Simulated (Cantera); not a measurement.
## BN + F2 + N2 + NF3 (nitride etching)

A closed system holds: 1 mol BN, 5.4 mol F2, 16 mol N2, 2.4 mol NF3, at 1650 K and 10.0 mbar.

These are equilibrium values from Cantera (NASA tables, ideal gas, pure condensed phases), not measurements of a reactor. Candidate condensed phases: B, BN; 13 gas species. The numbers say what is thermodynamically allowed, not how fast it happens.

```json
{
 "x(N2)": "0.525",
 "x(F)": "0.445",
 "x(BF3)": "0.0297",
 "x(F2)": "7.87e-5",
 "gas_amount": "33.70 mol",
 "log10 activity of B(s) (absent)": "-27.11"
}
```
